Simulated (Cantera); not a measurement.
An isothermal, constant-pressure homogeneous reactor starts with NO : N₂ = 1 : 9.1 (molar parts), at 2025 K and 750 Torr.

Model: GRI-Mech 3.0 (53 species, 325 reactions), integrated in Cantera.

Q: Predict: x(NO) at 4.00 s; x(O₂) at 4.00 s; x(N₂) at 4.00 s; x(NO₂) at 4.00 s; x(N₂O) at 4.00 s; x(O) at 4.00 s.

A: 
| Item | Value |
|---|---|
| x(NO) at 4.00 s | 0.0137 (gas-phase equilibrium 0.00428) |
| x(O₂) at 4.00 s | 0.0426 (gas-phase equilibrium 0.0473) |
| x(N₂) at 4.00 s | 0.944 (gas-phase equilibrium 0.948) |
| x(NO₂) at 4.00 s | 1.02e-5 (gas-phase equilibrium 3.36e-6) |
| x(N₂O) at 4.00 s | 3.29e-7 (gas-phase equilibrium 2.64e-7) |
| x(O) at 4.00 s | 0.000168 (gas-phase equilibrium 0.000177) |
